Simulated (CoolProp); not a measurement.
R410A along the isobar 0.958 MPa: Z from the reference equation and from simpler models built on Tc = 71.3 °C, pc = 4.901 MPa, ω = 0.296; each cubic takes its own stable root.

Values from CoolProp's reference Helmholtz-energy equation of state, Lemmon 2003. It is a pseudo-pure fit of the blend.

```json
[
 {"T (°C)": "-52.45", "phase": "liquid", "reference": "[?]", "van der Waals": "[?]", "Soave-Redlich-Kwong": "0.03335"},
 {"T (°C)": "-17.55", "phase": "liquid", "reference": "0.02642", "van der Waals": "[?]", "Soave-Redlich-Kwong": "0.03166"},
 {"T (°C)": "52.25", "phase": "gas", "reference": "[?]", "van der Waals": "[?]", "Soave-Redlich-Kwong": "0.9142"},
 {"T (°C)": "87.15", "phase": "gas", "reference": "0.9361", "van der Waals": "0.9456", "Soave-Redlich-Kwong": "[?]"},
 {"T (°C)": "122.05", "phase": "gas", "reference": "[?]", "van der Waals": "[?]", "Soave-Redlich-Kwong": "0.9588"},
 {"T (°C)": "157.05", "phase": "gas", "reference": "0.9676", "van der Waals": "0.9659", "Soave-Redlich-Kwong": "0.9710"},
 {"T (°C)": "191.95", "phase": "gas", "reference": "0.9762", "van der Waals": "0.9724", "Soave-Redlich-Kwong": "0.9796"},
 {"T (°C)": "226.85", "phase": "gas", "reference": "0.9824", "van der Waals": "0.9775", "Soave-Redlich-Kwong": "0.9859"}
]
```

Fill in the missing entries.


- -52.45, reference: 0.02797
- -52.45, van der Waals: 0.05084
- -17.55, van der Waals: 0.8667
- 52.25, reference: 0.9050
- 52.25, van der Waals: 0.9292
- 87.15, Soave-Redlich-Kwong: 0.9410
- 122.05, reference: 0.9551
- 122.05, van der Waals: 0.9573

At some of these states van der Waals gives the other phase, because its saturation line lies elsewhere.
